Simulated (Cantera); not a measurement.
**Adiabatic ignition**

An adiabatic, constant-pressure homogeneous reactor starts with 24.9 % H2, 15.8 % O2, 59.3 % N2, equivalence ratio 0.79, at 1775 K and 0.450 bar.

Computed with Cantera and the H2/O2 subset of GRI-Mech 3.0, which has no nitrogen chemistry.

```
t (s)     T (K)    x H2    x O2    x HO2      x H   x H2O2       x O    x H2O
--------  -----  ------  ------  -------  -------  -------  --------  -------
2.00e-6    1775   0.249   0.158  3.57e-6  7.24e-6  5.28e-8   1.20e-6  4.67e-6
9.28e-6    1777   0.241   0.154  1.30e-5  0.00456  1.99e-7  0.000817  0.00541
4.31e-5    2032  0.0462  0.0518  7.67e-6   0.0817  2.90e-7    0.0366    0.152
0.000200   2483  0.0426  0.0449  5.12e-6   0.0443  1.37e-7    0.0259    0.179
0.000928   2802  0.0340  0.0405  9.78e-6   0.0232  3.44e-7    0.0168    0.204
0.00431    2805  0.0339  0.0404  9.88e-6   0.0231  3.50e-7    0.0167    0.205
0.0200     2805  0.0339  0.0404  9.88e-6   0.0231  3.50e-7    0.0167    0.205
0.0928     2805  0.0339  0.0404  9.88e-6   0.0231  3.50e-7    0.0167    0.205
0.431      2805  0.0339  0.0404  9.88e-6   0.0231  3.50e-7    0.0167    0.205
2.00       2805  0.0339  0.0404  9.88e-6   0.0231  3.50e-7    0.0167    0.205
```
x: mole fraction; the columns are a selection and need not sum to one.

* **time of steepest temperature rise**: 13.2 µs
* **temperature at 2.00 s**: 2805 K
* **equilibrium temperature**: 2805 K
* **x(H2) at 2.00 s**: 0.0339 (gas-phase equilibrium 0.0339)
* **x(O2) at 2.00 s**: 0.0404 (gas-phase equilibrium 0.0404)
* **x(HO2) at 2.00 s**: 9.88e-6 (gas-phase equilibrium 9.88e-6)
